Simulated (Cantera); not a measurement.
**Pyrogenic steam for wet oxidation**

An isothermal, constant-pressure homogeneous reactor starts with 21.9 % H2, 23.5 % O2, 54.1 % N2, 0.424 % H2O, equivalence ratio 0.47, at 973 K and 15000 Pa.

Detailed kinetics in Cantera: GRI-Mech 3.0 (53 species, 325 reactions). The temperature is held fixed by assumption; the heat of reaction is taken as removed at once.

| t (s) | x H2 | x O2 | x H2O2 | x O | x HO2 | x H2O |
|---|---|---|---|---|---|---|
| 8.00e-6 | 0.219 | 0.235 | <1e-12 | 1.17e-12 | 2.14e-11 | 0.00424 |
| 2.48e-5 | 0.219 | 0.235 | <1e-12 | 8.45e-12 | 6.92e-11 | 0.00424 |
| 7.72e-5 | 0.219 | 0.235 | <1e-12 | 6.52e-11 | 2.54e-10 | 0.00424 |
| 0.000240 | 0.219 | 0.235 | 3.63e-12 | 2.46e-9 | 3.50e-9 | 0.00424 |
| 0.000744 | 0.218 | 0.235 | 1.27e-7 | 9.00e-5 | 2.58e-5 | 0.00501 |
| 0.00231 | 0.00523 | 0.143 | 3.50e-6 | 0.000298 | 3.62e-5 | 0.244 |
| 0.00718 | 0.00155 | 0.142 | 2.85e-6 | 3.89e-5 | 1.97e-5 | 0.249 |
| 0.0223 | 0.000508 | 0.142 | 2.20e-6 | 7.68e-6 | 9.66e-6 | 0.250 |
| 0.0692 | 0.000129 | 0.141 | 7.51e-7 | 1.26e-6 | 3.29e-6 | 0.250 |
| 0.215 | 1.70e-5 | 0.141 | 7.19e-8 | 1.47e-7 | 5.13e-7 | 0.251 |
| 0.668 | 6.85e-7 | 0.141 | 1.41e-8 | 1.86e-8 | 2.81e-8 | 0.251 |
| 2.07 | 7.74e-9 | 0.141 | 3.97e-9 | 4.28e-9 | 2.41e-9 | 0.251 |
| 6.44 | 7.91e-10 | 0.141 | 1.29e-9 | 1.30e-9 | 6.72e-10 | 0.251 |
| 20.0 | 2.52e-10 | 0.141 | 4.44e-10 | 4.31e-10 | 3.39e-10 | 0.251 |
x: mole fraction; the columns are a selection and need not sum to one.

Equilibrium at this temperature and pressure: H2 6.62e-11, O2 0.141, H2O2 7.21e-11, O 6.61e-11, HO2 4.37e-10, H2O 0.251 (gas phase only).
